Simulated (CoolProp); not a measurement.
Properties of hydrogen sulfide along the isotherm 486.85 °C.

Values from CoolProp's reference Helmholtz-energy equation of state, Lemmon 2006. It is a short technical equation, of lower accuracy than the large ones.

```json
[
 {"p (bar)": "2.85", "phase": "gas", "Z": "0.9995", "expansivity (1/kK)": "1.321"},
 {"p (bar)": "4.6", "phase": "gas", "Z": "0.9991", "expansivity (1/kK)": "1.324"},
 {"p (bar)": "7.43", "phase": "gas", "Z": "0.9986", "expansivity (1/kK)": "1.330"},
 {"p (bar)": "12", "phase": "gas", "Z": "0.9978", "expansivity (1/kK)": "1.338"},
 {"p (bar)": "19.4", "phase": "gas", "Z": "0.9965", "expansivity (1/kK)": "1.352"},
 {"p (bar)": "31.3", "phase": "gas", "Z": "0.9945", "expansivity (1/kK)": "1.374"},
 {"p (bar)": "50.6", "phase": "gas", "Z": "0.9915", "expansivity (1/kK)": "1.409"},
 {"p (bar)": "81.8", "phase": "gas", "Z": "0.9875", "expansivity (1/kK)": "1.464"},
 {"p (bar)": "132", "phase": "supercritical", "Z": "0.9827", "expansivity (1/kK)": "1.546"},
 {"p (bar)": "213", "phase": "supercritical", "Z": "0.9796", "expansivity (1/kK)": "1.661"},
 {"p (bar)": "345", "phase": "supercritical", "Z": "0.9867", "expansivity (1/kK)": "1.776"},
 {"p (bar)": "557", "phase": "supercritical", "Z": "1.030", "expansivity (1/kK)": "1.755"},
 {"p (bar)": "900", "phase": "supercritical", "Z": "1.161", "expansivity (1/kK)": "1.464"}
]
```
